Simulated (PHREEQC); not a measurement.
Make-up at 25 °C: 5.7 mmol/kgw HF, 0.24 mmol/kgw NaF, 1.2 mmol/kgw H4SiO4 and 54 mmol/kgw HCl. Closed to the air; pH follows from the charge balance.

Equilibrium calculation in PHREEQC: ion-association model, phreeqc.dat.

The pH is 1.33. The ionic strength is 0.0551 mol/kgw, the specific conductance comes out as 20100 µS/cm and the density is 0.998 g/cm³. The total alkalinity is -59.7 meq/kg.

```json
[
 {"species": "H+", "molality": "0.0545", "activity": "0.0463", "log γ": "-0.071"},
 {"species": "Cl-", "molality": "0.0540", "activity": "0.0436", "log γ": "-0.093"},
 {"species": "HF", "molality": "0.00375", "activity": "0.00380", "log γ": "0.006"},
 {"species": "H4SiO4", "molality": "0.000846", "activity": "0.000857", "log γ": "0.006"},
 {"species": "SiF6-2", "molality": "0.000354", "activity": "0.000160", "log γ": "-0.346"},
 {"species": "Na+", "molality": "0.000240", "activity": "0.000197", "log γ": "-0.087"},
 {"species": "F-", "molality": "6.78e-5", "activity": "5.46e-5", "log γ": "-0.094"},
 {"species": "HF2-", "molality": "9.75e-7", "activity": "7.95e-7", "log γ": "-0.089"},
 {"species": "NaF", "molality": "6.10e-9", "activity": "6.18e-9", "log γ": "0.006"}
]
```

No solid was allowed to form. Examples of supersaturated solids here: Quartz (slow to form), Chalcedony (slow to form). Others may be too. SiF6-2 is the database's only silicon fluoride.
